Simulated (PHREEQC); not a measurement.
Solution (20 °C): 130 mmol/kgw HF, 9.8 mmol/kgw H2SiF6 and 0.4 mmol/kgw H2SO4. Closed to the air; pH follows from the charge balance.

The numbers come from PHREEQC with the ion-association model, phreeqc.dat.

Task: The ionic strength comes out as 0.0368 mol/kgw. What activity coefficients do SiF6-2, H+, SO4-2, HSO4-, F- get?

Result: SiF6-2 0.51, H+ 0.87, SO4-2 0.50, HSO4- 0.84, F- 0.83.

Precipitation was switched off in this run. Complexes and solids missing from the database can't appear. SiF6-2 is the database's only silicon fluoride.
